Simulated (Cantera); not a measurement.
## Equilibrium for abatement and gas-phase synthesis: PH₃ + O₂

Feed: 1 mol PH₃, 0.21 mol O₂, held at 2250 °C.

Method: chemical equilibrium by Gibbs-energy minimisation in Cantera with the NASA 1993 tables (ideal gas, pure condensed phases). Candidate condensed phases: H₂O, P, P₄O₁₀; 17 gas species. The ideal-gas law is rough above about 30 bar. Gases not in the tables: HPO₂, HPO₃ and P₄O₆. Equilibrium is a limit: real reactors are often held back by kinetics, nucleation or transport.

From 0.000100 bar to 300 bar nothing is condensed.

| P (Pa) | x H | x H₂ | x P₂ | x H₂O | x PO | x P | x P₄ | x PO₂ |
|---|---|---|---|---|---|---|---|---|
| 10 | 0.685 | 0.0607 | 0.0178 | 0.000150 | 0.109 | 0.124 | 3.24e-11 | 0.000261 |
| 84 | 0.479 | 0.249 | 0.0576 | 0.00121 | 0.134 | 0.0769 | 2.85e-9 | 0.000628 |
| 710 | 0.227 | 0.472 | 0.101 | 0.00588 | 0.155 | 0.0350 | 7.39e-8 | 0.00187 |
| 6000 | 0.0872 | 0.589 | 0.131 | 0.0186 | 0.154 | 0.0137 | 1.05e-6 | 0.00468 |
| 50000 | 0.0311 | 0.624 | 0.155 | 0.0438 | 0.130 | 0.00518 | 1.24e-5 | 0.00878 |
| 420000 | 0.0107 | 0.618 | 0.182 | 0.0822 | 0.0918 | 0.00193 | 0.000142 | 0.0118 |
| 3600000 | 0.00357 | 0.595 | 0.205 | 0.127 | 0.0536 | 0.000700 | 0.00155 | 0.0111 |
| 30000000 | 0.00121 | 0.572 | 0.205 | 0.170 | 0.0257 | 0.000242 | 0.0129 | 0.00733 |
x: gas mole fraction; nothing condenses.
